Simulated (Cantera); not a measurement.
A Cantera script and its output.

```python
import numpy as np
import cantera as ct

gas = ct.Solution("h2o2.yaml")
gas.TPX = 1100, 110, {'H2': 0.073, 'O2': 0.13}
reactor = ct.IdealGasConstPressureReactor(gas, energy="off", clone=False)
net = ct.ReactorNet([reactor])
net.rtol, net.atol = 1e-08, 1e-18
show = ['H2', 'O2', 'OH', 'HO2', 'H']
times = np.geomspace(2e-05, 40, 15)

steps = ct.SolutionArray(gas, extra=["t"])
rows = []
print(f"{'t/s':>10s}{'T/K':>9s}{'P/Pa':>11s}" + "".join(f"{s:>11s}" for s in show))
for t in times:
    while net.time < t:
        t_next = net.step()
        steps.append(gas.state, t=t_next)
    rows.append([np.interp(t, steps.t, y) for y in (steps.T, steps.P, *steps(*show).X.T)])
    print(f"{t:10.3e}{rows[-1][0]:9.1f}{rows[-1][1]:11.4g}" + "".join(f"{x:11.3e}" for x in rows[-1][2:]))
rate = np.gradient(steps.T, steps.t)
print("integrator steps:", len(steps.t))
if steps.T.max() > steps.T[0] + 200:
    print(f"time of steepest temperature rise: {steps.t[rate.argmax()]:.4e} s")
gas.TPX = 1100, 110, {'H2': 0.073, 'O2': 0.13}
gas.equilibrate("TP")
print(f"equilibrium (TP): T = {gas.T:.1f} K  " + "  ".join(f"{s} {gas[s].X[0]:.3e}" for s in show))
```

Output:

```
       t/s      T/K       P/Pa         H2         O2         OH        HO2          H
 2.000e-05   1100.0        110  3.596e-01  6.404e-01  3.253e-13  4.422e-11  4.390e-11
 5.638e-05   1100.0        110  3.596e-01  6.404e-01  2.385e-12  1.247e-10  1.224e-10
 1.589e-04   1100.0        110  3.596e-01  6.404e-01  1.565e-11  3.514e-10  3.390e-10
 4.480e-04   1100.0        110  3.596e-01  6.404e-01  8.544e-11  9.904e-10  9.698e-10
 1.263e-03   1100.0        110  3.596e-01  6.404e-01  4.546e-10  2.791e-09  3.554e-09
 3.560e-03   1100.0        110  3.596e-01  6.404e-01  5.068e-09  7.872e-09  3.459e-08
 1.003e-02   1100.0        110  3.596e-01  6.404e-01  1.394e-06  2.652e-08  9.371e-06
 2.828e-02   1100.0        110  3.442e-02  4.855e-01  1.025e-02  9.483e-07  1.687e-01
 7.973e-02   1100.0        110  2.129e-02  4.782e-01  8.833e-03  9.829e-07  1.600e-01
 2.247e-01   1100.0        110  1.995e-02  4.897e-01  8.653e-03  1.069e-06  1.337e-01
 6.335e-01   1100.0        110  1.507e-02  5.163e-01  7.719e-03  1.265e-06  7.427e-02
 1.786e+00   1100.0        110  4.783e-03  5.498e-01  4.472e-03  1.365e-06  1.127e-02
 5.034e+00   1100.0        110  4.244e-04  5.603e-01  1.337e-03  6.859e-07  2.855e-04
 1.419e+01   1100.0        110  3.954e-05  5.613e-01  4.092e-04  1.363e-07  8.146e-06
 4.000e+01   1100.0        110  6.557e-06  5.615e-01  1.672e-04  2.805e-08  5.549e-07
integrator steps: 1792
equilibrium (TP): T = 1100.0 K  H2 2.340e-08  O2 5.616e-01  OH 1.003e-05  HO2 3.180e-09  H 1.200e-10
```

Model: the H2/O2 subset of GRI-Mech 3.0, which has no nitrogen chemistry, integrated in Cantera. Radical loss at walls, strong at low pressure, is not modelled. The temperature is held fixed by assumption; the heat of reaction is taken as removed at once.
